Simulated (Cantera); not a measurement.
A Cantera script and what it prints.

```python
import numpy as np
import cantera as ct

gas_names = """
    C CH CH2 CH3 CH2OH CH3O CH4 CH3OH CN CO CO2 COOH C2 C2H CHCO,ketyl C2H2,acetylene C2H2,vinylidene
    CH2CO,ketene C2H3,vinyl CH3CN CH3CO,acetyl C2H4 C2H4O,ethylen CH3CHO,ethanal CH3COOH (HCOOH)2 C2H5
    C2H6 CH3OCH3 C2H5OH CCN CNC C2N2 C2O C3 C3H3,propargyl C3H4,allene C3H4,propyne C3H4,cyclo-
    C3H5,allyl C3H6,propylene C3H6,cyclo- C3H6O C3H7,n-propyl C3H7,i-propyl C3H8 C3H8O,1propanol
    C3H8O,2propanol C3O2 C4 C4H2 C4H4,1,3-cyclo- C4H6,butadiene C4H6,2-butyne C4H6,cyclo- C4H8,1-butene
    C4H8,cis2-buten C4H8,tr2-butene C4H8,isobutene C4H8,cyclo- (CH3COOH)2 C4H9,n-butyl C4H9,i-butyl
    C4H9,s-butyl C4H9,t-butyl C4H10,isobutane C4H10,n-butane C4N2 C5 C5H6,1,3cyclo- C5H8,cyclo-
    C5H10,1-pentene C5H10,cyclo- C5H11,pentyl C5H11,t-pentyl C5H12,n-pentane C5H12,i-pentane
    CH3C(CH3)2CH3 C6H2 C6H5,phenyl C6H5O,phenoxy C6H6 C6H5OH,phenol C6H10,cyclo- C6H12,1-hexene
    C6H12,cyclo- C6H13,n-hexyl C7H7,benzyl C7H8 C7H8O,cresol C7H14,1-heptene C7H15,n-heptyl
    C7H16,n-heptane C8H8,styrene C8H10,ethylbenz C8H16,1-octene C8H17,n-octyl C8H18,isooctane
    C8H18,n-octane C9H19,n-nonyl C10H8,naphthale C10H21,n-decyl C12H9,o-bipheny C12H10,bipheny H HCN HCO
    HCCN HNC HNCO HNO HNO2 HNO3 HO2 H2 HCHO,formaldehy HCOOH H2O H2O2 N NCO NH NH2 NH3 NH2OH NO NO2 NO3
    N2 N2H2 N2H4 N2O O OH O2 O3 Si SiC SiC2 SiC4H12 SiH SiH2 SiH3 SiH4 SiN SiO SiO2 Si2 Si2C Si2N Si3
""".split()
cond_names = """
    C(gr) C6H6(L) C7H8(L) C8H18(L),n-octa H2O(s) H2O(L) Si(cr) Si(L) SiC(b) SiO2(Lqz) SiO2(hqz) SiO2(L)
    Si2N2O(s) Si3N4(a)
""".split()


def load(file, names, dense=False):
    # The tables refer to 1 bar. Condensed volumes are neglected.
    table = {s.name: s for s in ct.Species.list_from_file(file)}
    out = []
    for n in names:
        d = dict(table[n].input_data)
        d["thermo"] = dict(d["thermo"], **{"reference-pressure": 1e5})
        if dense:
            d["equation-of-state"] = {"model": "constant-volume", "density": "1e6 g/cm^3"}
        out.append(ct.Species.from_dict(d))
    return out


gas = ct.Solution(thermo="ideal-gas", species=load("nasa_gas.yaml", gas_names))
cond = {s.name: ct.Solution(thermo="fixed-stoichiometry", species=[s], name=s.name)
        for s in load("nasa_condensed.yaml", cond_names, dense=True)}
atoms = {
    'TEOS': {'Si': 1, 'C': 8, 'H': 20, 'O': 4},
    'H2O': {'H': 2, 'O': 1},
    'N2': {'N': 2},
}
top_T = {'C(gr)': 4500, 'SiC(b)': 3050, 'Si2N2O(s)': 2100, 'Si3N4(a)': 2400}  # K; cautious upper limits of use, not melting points


def equilibrate(T, P, feed):
    n = {}
    for name, mol in feed.items():
        for a, k in atoms[name].items():
            n[a] = n.get(a, 0.0) + k * mol
    gas.TPX = T, P, n
    mass = sum(n.values()) * gas.mean_molecular_weight
    gas.equilibrate("TP")
    valid = [c for c in cond.values() if c.min_temp <= T <= top_T.get(c.name, c.max_temp)]
    mix = ct.Mixture([(gas, mass / gas.mean_molecular_weight)] + [(c, 0.0) for c in valid])
    mix.T, mix.P = T, P
    mix.equilibrate("TP", solver="vcs", rtol=1e-11, max_steps=5000)
    return mix


results = []
feed = {'TEOS': 1, 'H2O': 28, 'N2': 31}  # mol
P = 100000  # Pa
for T in [775, 850, 925, 1000, 1075, 1150, 1225, 1300, 1375]:
    mix = equilibrate(T, P, feed)
    results.append((T, P, feed, dict(zip(mix.species_names, mix.species_moles))))

top = {s: max(r[3][s] / sum(r[3][g] for g in gas_names) for r in results) for s in gas_names}
cols = sorted((s for s in top if top[s] > 1e-06), key=lambda s: -top[s])[:9]
seen = [c for c in cond_names if any(r[3].get(c, 0) > 1e-12 for r in results)]
print("log10 of partial pressures in bar; condensed amounts in mol")
print(f"{'T/K':>10s}" + "".join(f"{s[:9]:>10s}" for s in cols + seen))
for T, P, feed, n in results:
    ng = sum(n[g] for g in gas_names)
    print(f"{T:10.4g}" + "".join(f"{np.log10(max(n[s] / ng * P / 1e5, 1e-99)):10.3f}" for s in cols)
          + "".join(f"{n.get(c, 0):10.4g}" for c in seen))
```

Output:

```
log10 of partial pressures in bar; condensed amounts in mol
       T/K        N2        H2       H2O       CO2        CO       CH4       NH3         H SiO2(Lqz) SiO2(hqz)
       775    -0.370    -0.698    -0.580    -1.156    -1.977    -1.526    -3.644   -12.353         1         0
       850    -0.388    -0.591    -0.642    -1.149    -1.582    -2.070    -3.811   -10.984         0         1
       925    -0.394    -0.570    -0.652    -1.190    -1.414    -2.944    -4.054    -9.869         0         1
      1000    -0.395    -0.577    -0.641    -1.241    -1.334    -3.847    -4.298    -8.933         0         1
      1075    -0.395    -0.587    -0.630    -1.290    -1.279    -4.653    -4.514    -8.127         0         1
      1150    -0.395    -0.596    -0.620    -1.337    -1.237    -5.363    -4.704    -7.425         0         1
      1225    -0.395    -0.603    -0.612    -1.381    -1.205    -5.991    -4.871    -6.808         0         1
      1300    -0.395    -0.610    -0.606    -1.422    -1.180    -6.548    -5.019    -6.261         0         1
      1375    -0.395    -0.615    -0.600    -1.460    -1.160    -7.046    -5.150    -5.773         0         1
```

Cantera equilibrium calculation (NASA polynomials, part measured and part estimated; ideal gas, pure solids and liquids). The feed counts by its element totals alone. The tables hold silica as quartz up to 1696 K and as liquid above; real silica turns to tridymite and cristobalite and melts near 1996 K. Gases not in the tables: Si(OH)4.
